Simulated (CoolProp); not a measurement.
A single-stage vapour-compression cycle with R21: evaporating at 299.15 K (dew point), condensing at 344.15 K (bubble point), superheat 8 K, subcooling 2 K, compressor efficiency 0.85, no pressure losses. Each further row changes one setting.

Values from CoolProp's reference Helmholtz-energy equation of state, Platzer 1990. This equation is an older, rougher fit; its heat capacities, sound speeds and derivatives of the liquid may be far off and weren't checked against measurements.

```
case                              cooling COP  pressure ratio  discharge temperature (K)  refrigerating effect (kJ/kg)  volumetric capacity (kJ/m³)
--------------------------------  -----------  --------------  -------------------------  ----------------------------  ---------------------------
as stated                                4.87            3.66                      376.5                           188                         1500
evaporating temperature 304.15 K         5.66            3.10                      373.1                           190                         1780
condensing temperature 339.15 K          5.59            3.23                      369.4                           194                         1550
subcooling 7 K                           5.02            3.66                      376.5                           194                         1550
superheat 18 K                           4.85            3.66                      387.3                           195                         1500
compressor efficiency 0.75               4.30            3.66                      383.4                           188                         1500
```
